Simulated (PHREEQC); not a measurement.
Make-up at 25 °C: 0.046 mol/kgw H2SO4, 0.0042 mol/kgw CuSO4 and 0.012 mol/kgw MgSO4. Closed to the air; pH follows from the charge balance.

Equilibrium calculation in PHREEQC: ion-association model, wateq4f.dat.

No solid was allowed to form.

Q: What pH, ionic strength does the model give?

A: pH 1.35; ionic strength 0.103 mol/kgw.

Q: In which forms is S present?

A: HSO4- 61 %, SO4-2 29 %, MgSO4 7.4 %, CuSO4 2.4 % of the S.

Complexes and solids missing from the database can't appear.
